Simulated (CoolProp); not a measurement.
Ethanol at 298.15 K and 0.142 MPa flows at 0.11 m/s in a round tube of 6 mm bore and 45 µm roughness, fully developed (64/Re and Nu = 3.66 if laminar; Colebrook and Gnielinski if turbulent). Each further row changes one setting.

The numbers come from the reference Helmholtz-energy equation of state, Schroeder 2014 in CoolProp.

| case | Reynolds number | Darcy friction factor | pressure drop (Pa/m) | heat-transfer coefficient (W/(m² K)) | mass flow (kg/h) |
|---|---|---|---|---|---|
| as stated | ? | 0.134 | ? | 99.7 | 8.79 |
| velocity 0.22 m/s | 957 | 0.0669 | 212 | 99.7 | 17.6 |
| diameter 12 mm | 957 | 0.0669 | 26.5 | 49.9 | ? |

Question: Fill in the missing entries.

Answer: 
- as stated, Reynolds number: 479
- as stated, pressure drop (Pa/m): 106
- diameter 12 mm, mass flow (kg/h): 35.2

Viscosity comes from a separate model (Kiselev 2005). Thermal conductivity comes from a separate model (Assael 2013).
